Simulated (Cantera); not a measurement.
Charge: 1 mol Si, 1.9 mol NF3, 0.12 mol H2, at 3800 Pa.

These are equilibrium values from Cantera (NASA tables, ideal gas, pure condensed phases), not measurements of a reactor. Candidate condensed phases: Si, Si3N4; 37 gas species. Equilibrium is a limit: real reactors are often held back by kinetics, nucleation or transport. All values below are at 1548 K.

Base state: F 0.399, SiF4 0.274, N2 0.260, HF 0.0658, F2 0.000538 (mole fractions); condensed: gas only.

Task: What changes in the equilibrium state with this change: H2 from 0.12 to 22 mol?

Result: 
| species | before | after |
|---|---|---|
| H2 | <1e-9 | 0.851 |
| HF | 0.0658 | 0.0704 |
| SiF4 | 0.274 | 0.0384 |
| F | 0.399 | <1e-9 |
| N2 | 0.260 | 0.0383 |
| SiF3 | <1e-9 | 0.00155 |
| F2 | 0.000538 | <1e-9 |
The tables' values for SiF3, SiF2 are old estimates; treat these amounts as uncertain.
